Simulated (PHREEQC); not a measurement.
Model water analysis in mmol/kgw, 25 °C, pH 5.77, pe 10.7:

```json
[
 {"constituent": "Na", "mmol/kgw": "0.0765"},
 {"constituent": "K", "mmol/kgw": "0.00391"},
 {"constituent": "Ca", "mmol/kgw": "0.404"},
 {"constituent": "Mg", "mmol/kgw": "0.00611"},
 {"constituent": "Cl", "mmol/kgw": "0.0429"},
 {"constituent": "S(6)", "mmol/kgw": "0.0705"},
 {"constituent": "Alkalinity (meq/kgw)", "mmol/kgw": "0.757"},
 {"constituent": "Ba", "mmol/kgw": "0.000495"},
 {"constituent": "Zn", "mmol/kgw": "0.00246"},
 {"constituent": "Si", "mmol/kgw": "0.00385"},
 {"constituent": "Br", "mmol/kgw": "0.0223"},
 {"constituent": "Sr", "mmol/kgw": "0.0294"}
]
```

Valence states are taken as typed.

Equilibrium calculation in PHREEQC: ion-association model, phreeqc.dat.

No solid was allowed to form.

**Question.** Order these Zn species by the share of Zn that they hold, largest first: Zn+2, ZnHCO3+, ZnCO3, ZnSO4.

**Answer.** Zn+2 (91 %), ZnHCO3+ (7.3 %), ZnSO4 (1.0 %), ZnCO3 (0.31 %)

The pH is 5.77 and the ionic strength 0.00146 mol/kgw. Species that the database lacks are ignored.
